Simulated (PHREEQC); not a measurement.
Consider water at 68 °C with 2.2 mmol/kgw AgNO3, 2.4 mmol/kgw KNO3 and 0.42 mmol/kgw Na2SO4. Closed to the air; pH follows from the charge balance.

Equilibrium calculation in PHREEQC: ion-association model, wateq4f.dat.

pH: 6.44
ionic strength: 0.00580 mol/kgw

```json
[
 {"species": "NO3-", "molality": "0.00460", "activity": "0.00420", "log γ": "-0.039"},
 {"species": "K+", "molality": "0.00239", "activity": "0.00219", "log γ": "-0.039"},
 {"species": "Ag+", "molality": "0.00218", "activity": "0.00199", "log γ": "-0.038"},
 {"species": "Na+", "molality": "0.000839", "activity": "0.000768", "log γ": "-0.038"},
 {"species": "SO4-2", "molality": "0.000393", "activity": "0.000278", "log γ": "-0.150"},
 {"species": "AgSO4-", "molality": "1.62e-5", "activity": "1.49e-5", "log γ": "-0.038"},
 {"species": "KSO4-", "molality": "8.97e-6", "activity": "8.24e-6", "log γ": "-0.037"},
 {"species": "AgNO3", "molality": "4.29e-6", "activity": "4.30e-6", "log γ": "0.001"},
 {"species": "NaSO4-", "molality": "1.48e-6", "activity": "1.36e-6", "log γ": "-0.037"},
 {"species": "OH-", "molality": "4.20e-7", "activity": "3.84e-7", "log γ": "-0.039"},
 {"species": "H+", "molality": "3.94e-7", "activity": "3.64e-7", "log γ": "-0.034"},
 {"species": "HSO4-", "molality": "3.14e-8", "activity": "2.88e-8", "log γ": "-0.038"},
 {"species": "AgOH", "molality": "5.47e-9", "activity": "5.48e-9", "log γ": "0.001"}
]
```

Precipitation was switched off in this run. Species that the database lacks are ignored. At this temperature some constants are extrapolated from 25 °C, and those without enthalpy data are left unchanged.
